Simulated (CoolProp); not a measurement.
Nitrous oxide along the isobar 29.4 MPa: fugacity coefficient from the reference equation and from simpler models built on Tc = 36.4 °C, pc = 7.245 MPa, ω = 0.161; each cubic takes its own stable root.

The numbers come from the reference Helmholtz-energy equation of state, Lemmon 2006 in CoolProp. It is a short technical equation, of lower accuracy than the large ones.

```json
[
 {"T (°C)": "-60.45", "phase": "liquid", "reference": "0.02480"},
 {"T (°C)": "-48.85", "phase": "liquid", "reference": "0.03808"},
 {"T (°C)": "-37.25", "phase": "liquid", "reference": "0.05540"},
 {"T (°C)": "-25.55", "phase": "liquid", "reference": "0.07721"},
 {"T (°C)": "-13.95", "phase": "liquid", "reference": "0.1031"},
 {"T (°C)": "-2.35", "phase": "liquid", "reference": "0.1332"},
 {"T (°C)": "9.25", "phase": "liquid", "reference": "0.1671"},
 {"T (°C)": "20.95", "phase": "liquid", "reference": "0.2047"},
 {"T (°C)": "32.55", "phase": "liquid", "reference": "0.2447"},
 {"T (°C)": "44.15", "phase": "supercritical", "reference": "0.2867"},
 {"T (°C)": "55.75", "phase": "supercritical", "reference": "0.3300"}
]
```

Question: How far does each simpler model (van der Waals, Redlich-Kwong, Soave-Redlich-Kwong, Peng-Robinson) lie from the reference over these 11 states: mean and median of the absolute difference, and the worst?

Answer: 
- van der Waals: mean 101.9 %, median 70.4 %, worst +297.4 % at -60.45 °C and 29.4 MPa
- Redlich-Kwong: mean 17.0 %, median 15.5 %, worst +34.2 % at -60.45 °C and 29.4 MPa
- Soave-Redlich-Kwong: mean 6.5 %, median 6.6 %, worst +7.5 % at 55.75 °C and 29.4 MPa
- Peng-Robinson: mean 2.3 %, median 2.4 %, worst -2.9 % at -37.25 °C and 29.4 MPa
